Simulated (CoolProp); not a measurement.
The fluid at 566.39 K and 5.3 MPa is throttled through a valve to 0.495 MPa with no heat exchange. The same conditions are run with several fluids, on thermodynamics alone (safety and materials aside).

The numbers come from the reference Helmholtz-energy equation of state of each fluid (m-xylene: Zhou 2012; n-octane: Beckmüller 2019; propylene glycol: Eisenbach 2021; dodecamethylpentasiloxane (MD3M): Thol 2019; octamethylcyclotetrasiloxane (D4): Thol 2015) in CoolProp.

Problem. Rank m-xylene, n-octane, propylene glycol, dodecamethylpentasiloxane (MD3M), octamethylcyclotetrasiloxane (D4) by temperature change (K), highest first.

Solution. dodecamethylpentasiloxane (MD3M) (-1.0), octamethylcyclotetrasiloxane (D4) (-42.2), propylene glycol (-45.5), n-octane (-72.0), m-xylene (-83.3)

```csv
fluid,final phase,final density (kg/m³)
m-xylene,"two-phase, vapour fraction 0.738",20.2
n-octane,gas,15.9
propylene glycol,"two-phase, vapour fraction 0.278",32.5
dodecamethylpentasiloxane (MD3M),liquid,564
octamethylcyclotetrasiloxane (D4),"two-phase, vapour fraction 0.945",47.2
```
